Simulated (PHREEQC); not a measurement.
Make-up at 90 °C: 0.15 mol/kgw AgNO3, 0.025 mol/kgw HNO3 and 0.013 mol/kgw Zn(NO3)2. Closed to the air; pH follows from the charge balance.

Computed with PHREEQC (ion-association model, wateq4f.dat).

Each row changes one thing in this solution. This is a speciation only: nothing precipitates in the calculation.

```tsv
case	pH	ZnOH+ (mol/kgw)	SI of Zincite(c) (ZnO)
as made	1.71	1.65e-8	-7.29
AgNO3 left out	1.69	2.06e-8	-7.18
diluted 10-fold with water	2.66	2.40e-8	-6.10
Zn(NO3)2 from 0.013 to 0.0143 mol/kgw	1.71	1.80e-8	-7.25
diluted 100-fold with water	3.63	2.91e-8	-5.01
HNO3 from 0.025 to 0.0225 mol/kgw	1.76	1.83e-8	-7.19
diluted 2-fold with water	2.00	1.89e-8	-6.92
Zn(NO3)2 from 0.013 to 0.13 mol/kgw	1.74	1.27e-7	-6.39
```

Constants without temperature data keep their 25 °C values here.
